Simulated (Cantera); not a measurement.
Input: 1 mol MgCO₃, 1.4 mol H₂S, 1.2 mol CO₂, at 1 atm.

Cantera equilibrium calculation (NASA polynomials, part measured and part estimated; ideal gas, pure solids and liquids). Candidate condensed phases: C, C₆H₆, C₇H₈, C₈H₁₈, H₂O, H₂SO₄, Mg, MgCO₃, MgO, Mg(OH)₂, MgS, MgSO₄, S; 130 gas species. Equilibrium is a limit: real reactors are often held back by kinetics, nucleation or transport. All values below are at 1448 K.

Base state: CO₂ 0.320, CO 0.203, H₂O 0.200, S₂ 0.116, H₂S 0.0866, H₂ 0.0535, COS 0.0109, SO₂ 0.00679 (mole fractions); condensed: MgO(s).

### Question
What changes in the equilibrium state with this change: MgCO₃ replaced by FeS?

### Answer
| species | before | after |
|---|---|---|
| H₂O | 0.200 | 0.204 |
| CO | 0.203 | 0.198 |
| CO₂ | 0.320 | 0.185 |
| H₂S | 0.0866 | 0.164 |
| H₂ | 0.0535 | 0.0922 |
| S₂ | 0.116 | 0.140 |
| COS | 0.0109 | 0.0116 |
| SO₂ | 0.00679 | 0.00261 |
| CS₂ | 8.71e-5 | 0.000172 |
| SO | 0.000291 | 0.000189 |
| MgO(s), mol | 1.00 | 0 |
| FeS(s), mol | 0 | 1.00 |
FeS: taken at fixed stoichiometry. Further candidate phases: Fe, Fe(CO)₅, FeO, Fe(OH)₂, Fe(OH)₃, FeS, FeSO₄, FeS₂, Fe₂O₃, Fe₂(SO₄)₃, Fe₃O₄.

### Question
What changes in the equilibrium state with this change: MgCO₃ replaced by FeS₂?

### Answer
| species | before | after |
|---|---|---|
| S₂ | 0.116 | 0.250 |
| H₂O | 0.200 | 0.167 |
| CO₂ | 0.320 | 0.167 |
| H₂S | 0.0866 | 0.164 |
| H₂ | 0.0535 | 0.0689 |
| CO | 0.203 | 0.163 |
| COS | 0.0109 | 0.0128 |
| CS₂ | 8.71e-5 | 0.000232 |
| SH | 0.00103 | 0.00172 |
| SO₂ | 0.00679 | 0.00418 |
| MgO(s), mol | 1.00 | 0 |
| FeS(s), mol | 0 | 1.00 |
FeS: taken at fixed stoichiometry. Further candidate phases: Fe, Fe(CO)₅, FeO, Fe(OH)₂, Fe(OH)₃, FeS, FeSO₄, FeS₂, Fe₂O₃, Fe₂(SO₄)₃, Fe₃O₄.
